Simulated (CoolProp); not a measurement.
Properties of fluorine at several states.

Computed with CoolProp (reference Helmholtz-energy equation of state, de Reuck 1990).

```tsv
T (K)	p (MPa)	phase	Z	speed of sound (m/s)	expansivity (1/kK)
228.4	0.0218	gas	0.9997	262.8	4.383
287.5	0.93	gas	0.9953	293.2	3.565
84.3	0.0876	gas	0.9692	158.0	13.11
161.9	13.8	supercritical	0.4606	317.9	17.57
```
